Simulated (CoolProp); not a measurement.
Vapour-liquid equilibrium of isohexane (1) + benzene (2) at 3.71 bar; x and y are mole fractions of (1).

The numbers come from the multi-fluid Helmholtz-energy mixture model, Lemmon 2006 and Thol 2012; pair parameters Bell 2016 in CoolProp.

| x | bubble temperature (°C) | y at the bubble point | dew temperature at overall composition x (°C) | liquid density (mol/L) |
|---|---|---|---|---|
| 0.05 | 126.1 | 0.106 | 127.7 | 9.483 |
| 0.2 | 119.8 | 0.328 | 123.4 | 8.910 |
| 0.35 | 115.8 | 0.478 | 119.2 | 8.374 |
| 0.5 | 113.1 | 0.601 | 115.3 | 7.885 |
| 0.65 | 111.0 | 0.717 | 112.1 | 7.440 |
| 0.8 | 109.3 | 0.834 | 109.8 | 7.037 |
| 0.95 | 108.0 | 0.958 | 108.1 | 6.669 |

No azeotrope shows between x = 0.05 and 0.95.

Pair parameters are fitted to limited data, so mixtures are less certain than the pure fluids.
